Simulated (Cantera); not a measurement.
**Premixed flame**

A freely propagating, adiabatic, planar premixed flame of H₂ : O₂ : N₂ = 1 : 0.549 : 1.43 (molar parts), unburnt at 500 K and 0.460 bar; multicomponent transport, grid criteria slope 0.08 and curve 0.16, no radiation.

Model: the H2/O2 subset of GRI-Mech 3.0, which has no nitrogen chemistry, integrated in Cantera. Burning velocities carry a grid error of a few per cent, more on coarse grids.

```tsv
z (mm)	T (K)	u (m/s)	x H₂	x O₂	x O	x HO₂	x H	x OH
-3.18	500	6.30	0.336	0.184	<1e-8	<1e-8	<1e-8	<1e-8
-2.12	500	6.30	0.336	0.184	<1e-8	<1e-8	<1e-8	<1e-8
-1.59	500	6.30	0.336	0.184	<1e-8	<1e-8	<1e-8	<1e-8
-1.06	500	6.30	0.336	0.184	<1e-8	3.76e-8	<1e-8	<1e-8
-0.531	507	6.37	0.334	0.184	3.08e-6	0.000136	5.96e-5	2.26e-5
-0.265	712	8.78	0.305	0.180	0.000266	0.000161	0.00675	0.000906
0	1203	14.2	0.167	0.132	0.00853	6.17e-5	0.0534	0.00487
0.265	1539	17.9	0.0639	0.0627	0.0197	2.60e-5	0.0792	0.0141
0.531	1690	19.5	0.0525	0.0500	0.0210	1.77e-5	0.0717	0.0186
1.06	1857	21.2	0.0518	0.0452	0.0193	1.29e-5	0.0574	0.0228
2.12	2039	23.0	0.0498	0.0408	0.0163	9.05e-6	0.0425	0.0263
4.24	2223	24.7	0.0450	0.0364	0.0127	6.28e-6	0.0291	0.0283
8.49	2393	26.2	0.0382	0.0321	0.00913	5.05e-6	0.0184	0.0282
```
x: mole fraction of selected species; z is measured from the peak of heat release.

```yaml
laminar_burning_velocity: 630 cm/s
thermal_thickness: 1.06 mm
peak x(O): 0.0210
peak x(HO₂): 0.000258
peak x(H): 0.0792
peak x(OH): 0.0286
```
